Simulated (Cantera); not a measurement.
## Adiabatic ignition

An adiabatic, constant-pressure homogeneous reactor starts with CO : H2 : O2 : N2 = 1 : 0.48 : 0.617 : 2.32 (molar parts), equivalence ratio 1.2, at 1550 K and 3900 Torr.

Detailed kinetics in Cantera: GRI-Mech 3.0 (53 species, 325 reactions). The hydrogen kinetics of GRI-Mech 3.0 are dated; newer H2 mechanisms differ, most at raised pressure.

```
t (s)     T (K)   x CO    x H2    x O2    x H2O     x OH      x H
--------  -----  -----  ------  ------  -------  -------  -------
1.00e-6    1550  0.226   0.109   0.140  1.89e-5  4.14e-6  1.58e-5
3.35e-6    1814  0.207  0.0201  0.0789   0.0673   0.0125   0.0337
1.12e-5    2653  0.134  0.0148  0.0352   0.0839   0.0218   0.0159
3.76e-5    2951  0.116  0.0113  0.0252   0.0960   0.0192  0.00709
0.000126   2963  0.115  0.0112  0.0230   0.0969   0.0184  0.00659
0.000422   2954  0.116  0.0113  0.0210   0.0972   0.0177  0.00644
0.00141    2953  0.116  0.0114  0.0207   0.0973   0.0175  0.00642
0.00474    2953  0.116  0.0114  0.0207   0.0973   0.0175  0.00642
0.0159     2953  0.116  0.0114  0.0207   0.0973   0.0175  0.00642
0.0532     2953  0.116  0.0114  0.0207   0.0973   0.0175  0.00642
0.178      2953  0.116  0.0114  0.0207   0.0973   0.0175  0.00642
0.597      2953  0.116  0.0114  0.0207   0.0973   0.0175  0.00642
2.00       2953  0.116  0.0114  0.0207   0.0973   0.0175  0.00642
```
x: mole fraction; the columns are a selection and need not sum to one.

```
Quantity                                                          Result
---------------------------------  -------------------------------------
time of steepest temperature rise                                3.17 µs
temperature at 2.00 s                                             2953 K
equilibrium temperature                                           2953 K
x(CO) at 2.00 s                      0.116 (gas-phase equilibrium 0.116)
x(H2) at 2.00 s                    0.0114 (gas-phase equilibrium 0.0114)
x(O2) at 2.00 s                    0.0207 (gas-phase equilibrium 0.0207)
```
